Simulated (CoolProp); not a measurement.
Vapour-liquid equilibrium of methanol (1) + toluene (2) at 124.65 °C; x and y are mole fractions of (1).

Values from CoolProp's multi-fluid Helmholtz-energy mixture model, de Reuck 1993 and Lemmon 2006; pair parameters Bell 2016.

Question: Give the bubble pressure and the first vapour's composition at x = 0.55, 0.75, 0.95. Is there an azeotrope?

Answer: x = 0.55: 6.178 bar, y = 0.793; x = 0.75: 6.689 bar, y = 0.853; x = 0.95: 7.186 bar, y = 0.963. No azeotrope shows between x = 0.05 and 0.95.

The pair parameters rest on a limited set of measurements; away from them the model extrapolates. With so large a gap from Raoult's law the liquid may split in two, which this calculation doesn't test in full.
